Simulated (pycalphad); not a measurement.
CALPHAD calculation (pycalphad, COST 507 light-alloy database (1999)), 1 atm. These are 1990s assessments: newer ones move some temperatures and phases. Phase fractions are per mole of atoms.

Problem. Give the equilibrium state of Al-6.985Si-0.1111C (wt.%) at 1427 °C.

Solution. 
```
T = 1700.00 K, P = 101325 Pa, N = 1 mol of atoms
G = -102744 J/mol, H = 54624 J/mol, S = 92.57 J/(mol K)  (SER reference)
chemical potentials (J/mol): Al -101671, Si -118926, C -67155
phase             fraction      x(Al)      x(Si)       x(C)
LIQUID              0.9969     0.9314     0.0674     0.0012
AL4C3               0.0031     0.5680     0.0034     0.4286
```

Problem. Give the equilibrium state of Al-6.985Si-0.1111C (wt.%) at 677 °C.

Solution. 
```
T = 950.00 K, P = 101325 Pa, N = 1 mol of atoms
G = -39636 J/mol, H = 30764 J/mol, S = 74.11 J/(mol K)  (SER reference)
chemical potentials (J/mol): Al -39627, Si -38562, C -72068
phase             fraction      x(Al)      x(Si)       x(C)
LIQUID              0.9943     0.9328     0.0672   8.17e-10
AL8SIC7             0.0057     0.5000     0.0625     0.4375
```

Database names, with the compositions (at.%) that they take in these runs: AL4C3: Al 57 C 43; AL8SIC7: Al 50 C 44 Si 6.
